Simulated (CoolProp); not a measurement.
Vapour-liquid equilibrium of benzene (1) + o-xylene (2) at 1060 kPa; x and y are mole fractions of (1).

Model: multi-fluid Helmholtz-energy mixture model, Thol 2012 and Zhou 2012; pair parameters Bell 2016, in CoolProp.

Question: Give the bubble temperature and the first vapour's composition at x = 0.05, 0.425, 0.65. Is there an azeotrope?

Answer: x = 0.05: 529.8 K, y = 0.104; x = 0.425: 489.9 K, y = 0.694; x = 0.65: 472.9 K, y = 0.855. No azeotrope shows between x = 0.05 and 0.95.

Pair parameters are fitted to limited data, so mixtures are less certain than the pure fluids. The gap from Raoult's law changes sign with composition, which may be real or a fault of the pair parameters; it wasn't checked against measurements.
